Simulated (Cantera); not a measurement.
What does this Cantera script print?

```python
import numpy as np
import cantera as ct

gas = ct.Solution("gri30.yaml", transport_model="multicomponent")
show = ['O', 'CO2', 'N2']

rows = []
print(f"{'T/K':>7s}{'rho':>11s}{'cp':>10s}{'mu':>11s}{'lambda':>11s}{'Pr':>7s}" + "".join(f"{'D_' + s:>11s}" for s in show))
for T in [400, 600, 800, 1000, 1200, 1400, 1600, 1800]:
    gas.TPX = T, 190, {'N2': 0.23, 'O2': 0.76}
    Pr = gas.cp_mass * gas.viscosity / gas.thermal_conductivity
    D = [gas.mix_diff_coeffs_mole[gas.species_index(s)] for s in show]
    rows.append([gas.density, gas.cp_mass, gas.viscosity, gas.thermal_conductivity, Pr, *D])
    print(f"{T:7g}{gas.density:11.4e}{gas.cp_mass:10.1f}{gas.viscosity:11.4e}"
          f"{gas.thermal_conductivity:11.4e}{Pr:7.3f}" + "".join(f"{d:11.4e}" for d in D))
print("SI units: kg/m3, J/kg/K, Pa s, W/m/K, m2/s")
```

Output:

```
    T/K        rho        cp         mu     lambda     Pr        D_O      D_CO2       D_N2
    400 1.7751e-03     963.4 2.4871e-05 3.3649e-02  0.712 2.8857e-02 1.4107e-02 1.8417e-02
    600 1.1834e-03    1017.6 3.3038e-05 4.7339e-02  0.710 5.7516e-02 2.8870e-02 3.6851e-02
    800 8.8757e-04    1068.5 4.0078e-05 6.0358e-02  0.710 9.3219e-02 4.7365e-02 5.9827e-02
   1000 7.1006e-04    1106.8 4.6427e-05 7.2469e-02  0.709 1.3526e-01 6.9180e-02 8.6887e-02
   1200 5.9172e-04    1132.8 5.2296e-05 8.3609e-02  0.709 1.8317e-01 9.4040e-02 1.1772e-01
   1400 5.0719e-04    1154.4 5.7805e-05 9.4225e-02  0.708 2.3658e-01 1.2175e-01 1.5209e-01
   1600 4.4379e-04    1172.6 6.3030e-05 1.0441e-01  0.708 2.9522e-01 1.5215e-01 1.8981e-01
   1800 3.9448e-04    1188.5 6.8021e-05 1.1424e-01  0.708 3.5884e-01 1.8512e-01 2.3074e-01
SI units: kg/m3, J/kg/K, Pa s, W/m/K, m2/s
```

Model: GRI-Mech 3.0 (53 species, 325 reactions), integrated in Cantera.
